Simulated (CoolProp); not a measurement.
Vapour-liquid equilibrium of R22 (1) + R113 (2) at 286.5 K; x and y are mole fractions of (1).

Model: multi-fluid Helmholtz-energy mixture model, Kamei 1995 and Marx 1992; pair parameters Bell 2016, in CoolProp.

```json
[
 {"x": "0.05", "bubble pressure (MPa)": "0.06850", "y at the bubble point": "0.607", "dew pressure at overall composition x (MPa)": "0.02916", "liquid density (mol/L)": "8.680"},
 {"x": "0.15", "bubble pressure (MPa)": "0.1533", "y at the bubble point": "(withheld)", "dew pressure at overall composition x (MPa)": "0.03251", "liquid density (mol/L)": "9.083"},
 {"x": "0.25", "bubble pressure (MPa)": "0.2375", "y at the bubble point": "0.903", "dew pressure at overall composition x (MPa)": "0.03674", "liquid density (mol/L)": "(withheld)"},
 {"x": "0.35", "bubble pressure (MPa)": "0.3167", "y at the bubble point": "(withheld)", "dew pressure at overall composition x (MPa)": "0.04222", "liquid density (mol/L)": "9.980"},
 {"x": "0.45", "bubble pressure (MPa)": "0.3893", "y at the bubble point": "0.951", "dew pressure at overall composition x (MPa)": "0.04962", "liquid density (mol/L)": "10.48"},
 {"x": "0.55", "bubble pressure (MPa)": "(withheld)", "y at the bubble point": "0.963", "dew pressure at overall composition x (MPa)": "0.06015", "liquid density (mol/L)": "11.03"},
 {"x": "0.65", "bubble pressure (MPa)": "(withheld)", "y at the bubble point": "0.972", "dew pressure at overall composition x (MPa)": "0.07634", "liquid density (mol/L)": "11.63"},
 {"x": "0.75", "bubble pressure (MPa)": "0.5786", "y at the bubble point": "(withheld)", "dew pressure at overall composition x (MPa)": "0.1044", "liquid density (mol/L)": "12.28"},
 {"x": "0.85", "bubble pressure (MPa)": "0.6423", "y at the bubble point": "0.988", "dew pressure at overall composition x (MPa)": "0.1650", "liquid density (mol/L)": "(withheld)"},
 {"x": "0.95", "bubble pressure (MPa)": "0.7129", "y at the bubble point": "0.996", "dew pressure at overall composition x (MPa)": "0.3828", "liquid density (mol/L)": "13.83"}
]
```

Task: What belongs in the gaps?

Result: 
- 0.15, y at the bubble point: 0.837
- 0.25, liquid density (mol/L): 9.515
- 0.35, y at the bubble point: 0.934
- 0.55, bubble pressure (MPa): 0.4555
- 0.65, bubble pressure (MPa): 0.5176
- 0.75, y at the bubble point: 0.980
- 0.85, liquid density (mol/L): 13.01

No azeotrope shows between x = 0.05 and 0.95.

The pair parameters rest on a limited set of measurements; away from them the model extrapolates. The gap from Raoult's law changes sign with composition, which may be real or a fault of the pair parameters; it wasn't checked against measurements.
